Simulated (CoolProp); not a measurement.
Propyne along the isotherm 474 K: Z from the reference equation and from simpler models built on Tc = 402.7 K, pc = 5658 kPa, ω = 0.204; each cubic takes its own stable root.

Computed with CoolProp (reference Helmholtz-energy equation of state, Polt 1992). This equation is an older, rougher fit; its heat capacities, sound speeds and derivatives of the liquid may be far off and weren't checked against measurements.

```tsv
p (kPa)	phase	reference	van der Waals	Redlich-Kwong	Soave-Redlich-Kwong	Peng-Robinson
89.5	gas	0.9967	0.9969	0.9967	0.9969	0.9964
159	gas	0.9941	0.9944	0.9941	0.9945	0.9936
283	gas	0.9896	0.9900	0.9894	0.9902	0.9886
503	gas	0.9814	0.9821	0.9811	0.9826	0.9797
895	gas	[?]	0.9679	0.9662	0.9689	0.9639
1590	gas	0.9406	0.9419	0.9393	0.9442	0.9355
2830	gas	0.8926	0.8926	[?]	[?]	0.8844
5030	gas	[?]	0.7940	0.7961	0.8166	[?]
8950	supercritical	0.6375	0.5750	0.6205	0.6708	0.6370
15900	supercritical	0.5243	0.5821	0.5477	0.5929	0.5506
28300	supercritical	0.6910	0.8561	0.7271	0.7557	0.6904
```

What belongs in the gaps?


- 895, reference: 0.9668
- 2830, Redlich-Kwong: 0.8896
- 2830, Soave-Redlich-Kwong: 0.8993
- 5030, reference: 0.8036
- 5030, Peng-Robinson: 0.7923
